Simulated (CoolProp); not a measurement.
Vapour pressure (kPa) of octamethyltrisiloxane (MDM): the reference equation beside estimates from Tc = 292.2 °C, pc = 1438 kPa, ω = 0.528. Clausius-Clapeyron is anchored at 141.75 °C with a constant enthalpy of vaporisation of 37.23 kJ/mol.

Values from CoolProp's reference Helmholtz-energy equation of state, Thol 2017.

```
T (°C)  reference  Lee-Kesler  Clausius-Clapeyron  van der Waals  Redlich-Kwong  Soave-Redlich-Kwong  Peng-Robinson
------  ---------  ----------  ------------------  -------------  -------------  -------------------  -------------
106.65      25.32       25.15               27.97          232.8          87.95                25.14          25.69
118.35      37.53       37.22               39.78          272.7          114.7                37.21          37.75
130.05      54.05       53.55               55.44          316.7          146.8                53.56          54.01
141.75      75.82       75.09               75.82          365.1          185.0                75.20          75.44
153.45      103.9       102.9               101.9          418.1          229.7                103.2          103.1
165.15      139.5       138.1               134.9          475.8          281.5                138.8          138.2
176.85      183.8       182.0               175.9          538.3          341.0                183.4          182.1
188.55      238.0       235.8               226.4          605.8          408.6                238.2          236.1
```

Absolute difference from the reference over all 8 rows, mean and median: Lee-Kesler 0.9 and 0.9 %, Clausius-Clapeyron 4.2 and 3.8 %, van der Waals 400.6 and 342.0 %, Redlich-Kwong 143.6 and 132.5 %, Soave-Redlich-Kwong 0.6 and 0.7 %, Peng-Robinson 0.8 and 0.8 %.
